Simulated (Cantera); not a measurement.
Feed: 1 mol NaCl, 0.28 mol HCl, 0.12 mol H2, 0.9 mol HF, equilibrated at 100000 Pa.

Cantera equilibrium calculation (NASA polynomials, part measured and part estimated; ideal gas, pure solids and liquids). Candidate condensed phases: Na, NaCl, NaF; 23 gas species. Equilibrium is a limit: real reactors are often held back by kinetics, nucleation or transport.

x: gas mole fraction; n: condensed amount in mol.

| T (°C) | x HF | x NaCl | x HCl | x H2 | x Na2Cl2 | x NaF | n NaCl(l) |
|---|---|---|---|---|---|---|---|
| 1102 | 0.664 | 0.0311 | 0.207 | 0.0885 | 0.00963 | 0.000213 | 0.931 |
| 1202 | 0.613 | 0.0878 | 0.192 | 0.0819 | 0.0241 | 0.000914 | 0.799 |
| 1302 | 0.502 | 0.214 | 0.161 | 0.0674 | 0.0522 | 0.00316 | 0.427 |
| 1402 | 0.406 | 0.342 | 0.136 | 0.0550 | 0.0549 | 0.00671 | 0 |
| 1502 | 0.393 | 0.377 | 0.136 | 0.0537 | 0.0305 | 0.00963 | 0 |
| 1602 | 0.385 | 0.395 | 0.137 | 0.0529 | … | … | 0 |
| 1702 | 0.379 | 0.403 | 0.139 | 0.0523 | … | … | 0 |
| 1802 | 0.373 | 0.405 | 0.142 | 0.0519 | 0.00536 | 0.0191 | 0 |
| 1902 | 0.369 | 0.403 | 0.145 | 0.0515 | 0.00320 | 0.0224 | 0 |

Problem. Fill in the missing entries.

Solution. 
- 1702, x Na2Cl2: 0.00931
- 1702, x NaF: 0.0159
- 1602, x Na2Cl2: 0.0167
- 1602, x NaF: 0.0127
